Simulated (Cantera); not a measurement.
An isothermal, constant-pressure homogeneous reactor starts with 2.14 % H2, 89.0 % O2, 8.90 % N2, equivalence ratio 0.012, at 1200 K and 0.0133 bar.

Detailed kinetics in Cantera: GRI-Mech 3.0 (53 species, 325 reactions). Radical loss at walls, strong at low pressure, is not modelled.

Problem. Predict: x(H2) at 8.00 s; x(O2) at 8.00 s; x(H2O2) at 8.00 s; x(H) at 8.00 s; x(OH) at 8.00 s; x(NO) at 8.00 s; x(HO2) at 8.00 s.

Solution. 
| Property | Result |
|---|---|
| x(H2) at 8.00 s | 1.13e-7 (gas-phase equilibrium 2.54e-9) |
| x(O2) at 8.00 s | 0.888 (gas-phase equilibrium 0.888) |
| x(H2O2) at 8.00 s | 1.53e-9 (gas-phase equilibrium 5.63e-11) |
| x(H) at 8.00 s | 2.52e-8 (gas-phase equilibrium 8.67e-11) |
| x(OH) at 8.00 s | 3.91e-5 (gas-phase equilibrium 5.89e-6) |
| x(NO) at 8.00 s | 3.20e-8 (gas-phase equilibrium 0.000137) |
| x(HO2) at 8.00 s | 1.40e-8 (gas-phase equilibrium 6.24e-9) |
